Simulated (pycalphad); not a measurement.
CALPHAD calculation (pycalphad, COST 507 light-alloy database (1999)), 1 atm. The database dates from 1999; later assessments differ in places, in temperatures and in the compounds included.

## Al-0.63Si-0.42Fe (at.%): equilibrium cooling sequence

| T (K) | phases above | phases below |
|---|---|---|
| 926.8 | liquid | fcc + liquid |
| 919.8 | fcc + liquid | AL13FE4 + fcc + liquid |
| 904.9 | AL13FE4 + fcc + liquid | ALFESI_ALPHA + fcc + liquid |
| 899.3 | ALFESI_ALPHA + fcc + liquid | ALFESI_ALPHA + fcc |
| 854.5 | ALFESI_ALPHA + fcc | ALFESI_ALPHA + ALFESI_BETA + fcc |
| 765.6 | ALFESI_ALPHA + ALFESI_BETA + fcc | ALFESI_BETA + fcc |
| 660.9 | ALFESI_BETA + fcc | ALFESI_BETA + diamond (Si) + fcc |

Changes were sought between steps of 40 K, so a narrower field can be missed.

Database names, with the compositions (at.%) that they take in these runs: ALFESI_ALPHA: Al 72 Fe 19 Si 8; ALFESI_BETA: Al 70 Si 15 Fe 15.
